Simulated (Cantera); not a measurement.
Charge: 1 mol SiHCl3, 0.065 mol C2H2, 23 mol H2, equilibrated at 750 °C and 3.30 mbar.

These are equilibrium values from Cantera (NASA tables, ideal gas, pure condensed phases), not measurements of a reactor. Candidate condensed phases: C, C6H6, C7H8, C8H18, Si, SiC; 109 gas species. Mutual solubility and eutectic melting of coexisting phases are not modelled. The tables' values for SiCl3 are old estimates; treat these amounts as uncertain. The numbers say what is thermodynamically allowed, not how fast it happens.

Problem. What is the equilibrium state?

Solution. 
- x(H2) = 0.939
- x(HCl) = 0.0375
- x(SiCl4) = 0.0161
- x(SiHCl3) = 0.00342
- x(SiCl2) = 0.00266
- x(SiCl3) = 0.00143
- x(SiH2Cl2) = 8.02e-5
- n(Si(s)) = 0.287 mol
- n(SiC(s)) = 0.130 mol
- gas amount = 24.56 mol
- log10 activity of C(graphite) (absent) = -3.32
